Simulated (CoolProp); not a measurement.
Saturation properties of ammonia.

Values from CoolProp's reference Helmholtz-energy equation of state, Gao 2020.

```
T (K)  p (kPa)  vapour density (kg/m³)  liquid cp (kJ/(kg K))  liquid conductivity (mW/(m K))
-----  -------  ----------------------  ---------------------  ------------------------------
231.6    65.88                  0.5952                  4.434                             692
245.7    135.0                   1.164                  4.488                             646
259.9    254.2                   2.107                  4.546                             600
274.1    444.7                   3.574                  4.615                             556
288.3    731.8                   5.751                  4.703                             514
302.5     1144                   8.876                  4.819                             474
316.7     1713                   13.26                  4.978                             434
330.8     2468                   19.28                  5.197                             396
345       3456                   27.66                  5.522                             358
359.2     4713                   39.40                  6.043                             321
373.4     6286                   56.48                  7.018                             284
387.6     8231                   83.65                  9.528                             246
```

It boils at 239.8 K under 1 atm.

Thermal conductivity comes from a separate model (Tufeu 1984).
